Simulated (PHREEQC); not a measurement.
Solution (25 °C): 0.081 mol HNO3 and 0.0089 mol Cu(NO3)2 per kg of water. Closed to the air; pH follows from the charge balance.

Equilibrium calculation in PHREEQC: ion-association model, wateq4f.dat.

Precipitation was switched off in this run.

What pH does the model give?

pH 1.18.

Species that the database lacks are ignored.
